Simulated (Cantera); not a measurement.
**Hydrocarbon pyrolysis for carbon deposition**

An isothermal, constant-pressure homogeneous reactor starts with 0.990 % C₂H₆, 99.0 % N₂, at 1400 K and 0.00306 atm.

Computed with Cantera and GRI-Mech 3.0 (53 species, 325 reactions). GRI-Mech 3.0 stops at C3 and has no aromatics, soot or wall deposition, so with more carbon than oxygen in the feed, carbon stays in small species such as C2H2 where larger ones or solid carbon would form. Radical loss at walls, strong at low pressure, is not modelled.

```json
[
 {"t (s)": "1.00e-6", "x C₂H₆": "0.00990", "x H₂": "<1e-12", "x C₂H₄": "<1e-12", "x H": "1.17e-11", "x CH₂": "<1e-12", "x CH₄": "<1e-12"},
 {"t (s)": "3.36e-6", "x C₂H₆": "0.00990", "x H₂": "<1e-12", "x C₂H₄": "<1e-12", "x H": "3.93e-11", "x CH₂": "<1e-12", "x CH₄": "4.38e-12"},
 {"t (s)": "1.13e-5", "x C₂H₆": "0.00990", "x H₂": "1.44e-12", "x C₂H₄": "1.76e-12", "x H": "1.32e-10", "x CH₂": "<1e-12", "x CH₄": "4.93e-11"},
 {"t (s)": "3.80e-5", "x C₂H₆": "0.00990", "x H₂": "1.65e-11", "x C₂H₄": "2.92e-11", "x H": "4.57e-10", "x CH₂": "<1e-12", "x CH₄": "5.58e-10"},
 {"t (s)": "0.000128", "x C₂H₆": "0.00990", "x H₂": "2.13e-10", "x C₂H₄": "6.63e-10", "x H": "1.97e-9", "x CH₂": "1.78e-12", "x CH₄": "6.29e-9"},
 {"t (s)": "0.000429", "x C₂H₆": "0.00989", "x H₂": "5.22e-9", "x C₂H₄": "1.85e-8", "x H": "1.93e-8", "x CH₂": "6.85e-11", "x CH₄": "7.09e-8"},
 {"t (s)": "0.00144", "x C₂H₆": "0.00985", "x H₂": "2.75e-7", "x C₂H₄": "5.52e-7", "x H": "3.32e-7", "x CH₂": "2.59e-9", "x CH₄": "7.97e-7"},
 {"t (s)": "0.00485", "x C₂H₆": "0.00971", "x H₂": "1.48e-5", "x C₂H₄": "1.87e-5", "x H": "5.18e-6", "x CH₂": "8.64e-8", "x CH₄": "8.81e-6"},
 {"t (s)": "0.0163", "x C₂H₆": "0.00879", "x H₂": "0.000503", "x C₂H₄": "0.000541", "x H": "4.18e-5", "x CH₂": "1.04e-6", "x CH₄": "9.30e-5"},
 {"t (s)": "0.0548", "x C₂H₆": "0.00398", "x H₂": "0.00448", "x C₂H₄": "0.00412", "x H": "0.000119", "x CH₂": "2.90e-6", "x CH₄": "0.000863"},
 {"t (s)": "0.184", "x C₂H₆": "8.53e-5", "x H₂": "0.0116", "x C₂H₄": "0.00405", "x H": "0.000130", "x CH₂": "1.45e-6", "x CH₄": "0.00212"},
 {"t (s)": "0.619", "x C₂H₆": "3.40e-6", "x H₂": "0.0150", "x C₂H₄": "0.00135", "x H": "4.66e-5", "x CH₂": "2.01e-7", "x CH₄": "0.00201"},
 {"t (s)": "2.08", "x C₂H₆": "9.26e-7", "x H₂": "0.0163", "x C₂H₄": "0.000268", "x H": "2.31e-5", "x CH₂": "4.76e-8", "x CH₄": "0.00189"},
 {"t (s)": "7.00", "x C₂H₆": "3.25e-7", "x H₂": "0.0167", "x C₂H₄": "2.63e-5", "x H": "1.30e-5", "x CH₂": "1.44e-8", "x CH₄": "0.00179"}
]
```
x: mole fraction; the columns are a selection and need not sum to one.

Equilibrium at this temperature and pressure: C₂H₆ <1e-12, H₂ 0.0194, C₂H₄ 6.99e-8, H 1.23e-5, CH₂ 4.87e-12, CH₄ 8.48e-7 (gas phase only).
